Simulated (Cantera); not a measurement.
Charge: 1 mol Si3N4, 4.4 mol HCl, 0.67 mol N2, at 1675 °C and 3.10 Pa.

These are equilibrium values from Cantera (NASA tables, ideal gas, pure condensed phases), not measurements of a reactor. Candidate condensed phases: NH4Cl, Si, Si3N4; 28 gas species. The tables' values for SiCl, SiN, SiCl3 are old estimates; treat these amounts as uncertain. The numbers say what is thermodynamically allowed, not how fast it happens.

Base state: N2 0.280, Si 0.182, HCl 0.150, H2 0.120, SiCl2 0.115, H 0.0705, Cl 0.0656, SiCl 0.0167 (mole fractions); condensed: gas only.

What changes in the equilibrium state with this change: temperature from 1675 °C to 1350 °C?


```tsv
species	before	after
N2	0.280	0.374
SiCl2	0.115	0.241
H2	0.120	0.241
Si	0.182	0.00506
Cl	0.0656	0.00257
H	0.0705	0.00610
SiCl	0.0167	0.00205
HCl	0.150	0.129
Si2	0.000401	1.45e-5
SiN	0.000158	1.36e-5
Si(s), mol	0	1.23
```
The tables' values for SiCl, SiCl3, SiN are old estimates; treat these amounts as uncertain.
